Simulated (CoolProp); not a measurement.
Vapour-liquid equilibrium of R22 (1) + R123 (2) at 283.8 K; x and y are mole fractions of (1).

Model: multi-fluid Helmholtz-energy mixture model, Kamei 1995 and Younglove 1994; pair parameters Bell 2016, in CoolProp.

**Question.** Give the bubble pressure and the first vapour's composition at x = 0.2, 0.35, 0.95. Is there an azeotrope?

**Answer.** x = 0.2: 0.1727 MPa, y = 0.747; x = 0.35: 0.2702 MPa, y = 0.864; x = 0.95: 0.6589 MPa, y = 0.994. No azeotrope shows between x = 0.05 and 0.95.

Pair parameters are fitted to limited data, so mixtures are less certain than the pure fluids.
